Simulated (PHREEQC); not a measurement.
Dissolve 0.0011 mol/kgw KOH, 0.018 mol/kgw Al(NO3)3 and 0.01 mol/kgw CO2 at 25 °C. Closed to the air; pH follows from the charge balance.

Model: ion-association model, phreeqc.dat, run in PHREEQC.

No solid was allowed to form.

Question: Order these Al species by the share of Al that they hold, largest first: AlOH+2, Al+3, Al(OH)2+.

Answer: Al+3 (94 %), AlOH+2 (5.6 %), Al(OH)2+ (0.28 %)

The pH is 4.12 and the ionic strength 0.106 mol/kgw. The solution is supersaturated, for example in Gibbsite (slow to form), so a real one may precipitate; this is no full list.
